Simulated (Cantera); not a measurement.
A perfectly stirred reactor is fed with H₂ : O₂ : N₂ = 0.61 : 1 : 3.7 (molar parts), equivalence ratio 0.30, at 11000 Pa; it is held at 823 K, and followed from long to short residence time.

Cantera simulation using GRI-Mech 3.0 (53 species, 325 reactions); the numbers are that mechanism's predictions, not measurements. Radical loss at walls, strong at low pressure, is not modelled. Below about 950 K walls govern HO2 and H2O2 in real vessels. The temperature is held fixed by assumption; the heat of reaction is taken as removed at once.

Problem. What does this change do: O2 1 to 0.24 parts?

Solution. 
```
quantity                 before     after
---------------------  --------  --------
x(H₂) at τ = 0.830 s     0.0225    0.0333
x(O₂) at τ = 0.830 s      0.148   0.00182
x(H) at τ = 0.830 s     1.25e-5  0.000941
x(NO) at τ = 0.830 s   4.48e-10   3.75e-8
x(NO₂) at τ = 0.830 s  2.58e-11    <1e-12
x(H₂) at τ = 62.0 ms     0.0329    0.0462
x(O₂) at τ = 62.0 ms      0.153   0.00876
x(H) at τ = 62.0 ms    0.000152   0.00247
x(NO) at τ = 62.0 ms    3.47e-9   6.01e-8
x(NO₂) at τ = 62.0 ms  1.78e-11  1.62e-12
```

Problem. What does this change do: temperature 823 to 1148 K?

Solution. 
```
quantity                 before     after
---------------------  --------  --------
x(H₂) at τ = 0.830 s     0.0225  0.000264
x(O₂) at τ = 0.830 s      0.148     0.139
x(H) at τ = 0.830 s     1.25e-5   3.86e-5
x(NO) at τ = 0.830 s   4.48e-10   1.16e-7
x(NO₂) at τ = 0.830 s  2.58e-11  2.93e-10
x(H₂) at τ = 62.0 ms     0.0329   0.00134
x(O₂) at τ = 62.0 ms      0.153     0.139
x(H) at τ = 62.0 ms    0.000152  0.000509
x(NO) at τ = 62.0 ms    3.47e-9   3.49e-7
x(NO₂) at τ = 62.0 ms  1.78e-11  1.93e-10
```
